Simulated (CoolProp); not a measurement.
Cyclohexane at several states: Z from the reference equation and from simpler models built on Tc = 553.6 K, pc = 4.081 MPa, ω = 0.209; each cubic takes its own stable root.

The numbers come from the reference Helmholtz-energy equation of state, Zhou 2014 in CoolProp.

```json
[
 {"T (K)": "296.3", "p (MPa)": "0.224", "phase": "liquid", "reference": "___", "van der Waals": "0.01596", "Redlich-Kwong": "0.01077", "Peng-Robinson": "0.009400"},
 {"T (K)": "581.4", "p (MPa)": "0.0644", "phase": "gas", "reference": "0.9954", "van der Waals": "0.9958", "Redlich-Kwong": "0.9953", "Peng-Robinson": "0.9948"},
 {"T (K)": "490.2", "p (MPa)": "3.21", "phase": "liquid", "reference": "0.1185", "van der Waals": "0.1885", "Redlich-Kwong": "0.1383", "Peng-Robinson": "0.1176"},
 {"T (K)": "489.1", "p (MPa)": "0.0552", "phase": "gas", "reference": "0.9932", "van der Waals": "0.9946", "Redlich-Kwong": "0.9934", "Peng-Robinson": "0.9926"},
 {"T (K)": "502.2", "p (MPa)": "0.35", "phase": "gas", "reference": "0.9590", "van der Waals": "___", "Redlich-Kwong": "___", "Peng-Robinson": "0.9554"},
 {"T (K)": "466.4", "p (MPa)": "1.74", "phase": "liquid", "reference": "___", "van der Waals": "0.7561", "Redlich-Kwong": "0.07422", "Peng-Robinson": "0.06270"}
]
```

Problem. Complete the blanks.

Solution. 
- 296.3, reference: 0.009863
- 502.2, van der Waals: 0.9669
- 502.2, Redlich-Kwong: 0.9603
- 466.4, reference: 0.06405

At some of these states van der Waals gives the other phase, because its saturation line lies elsewhere.
